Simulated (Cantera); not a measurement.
A perfectly stirred reactor is fed with 3.52 % C₂H₄, 9.60 % O₂, 68.2 % N₂, 18.6 % H₂O, equivalence ratio 1.1, at 0.247 atm; it is adiabatic with a 450 K inlet, and is followed from long to short residence time, starting on the burning branch (τ in s: 0.23, 0.078, 0.026, 0.0088, 0.003, 0.001, 0.00034, 0.00011, 3.8e-05, 1.3e-05, 4.3e-06).

Computed with Cantera and GRI-Mech 3.0 (53 species, 325 reactions). GRI-Mech 3.0 was tuned for natural gas; its chemistry of ethylene as a main component is partial and can be far from experiment.

Q: Predict: blow-out, bracketed by the residence times tried; x(C₂H₄) at τ = 0.230 s; x(O₂) at τ = 0.230 s; x(H₂O) at τ = 0.230 s; x(CO) at τ = 0.230 s; x(HCN) at τ = 0.230 s; x(C₂H₄) at τ = 1.00 ms; x(O₂) at τ = 1.00 ms; x(H₂O) at τ = 1.00 ms.

A: 
| Quantity | Value |
|---|---|
| blow-out, bracketed by the residence times tried | burning at 3.00 ms, out at 1.00 ms |
| x(C₂H₄) at τ = 0.230 s | 8.40e-6 |
| x(O₂) at τ = 0.230 s | 0.00114 |
| x(H₂O) at τ = 0.230 s | 0.241 |
| x(CO) at τ = 0.230 s | 0.00887 |
| x(HCN) at τ = 0.230 s | 4.65e-7 |
| x(C₂H₄) at τ = 1.00 ms | 0.0352 |
| x(O₂) at τ = 1.00 ms | 0.0960 |
| x(H₂O) at τ = 1.00 ms | 0.186 |
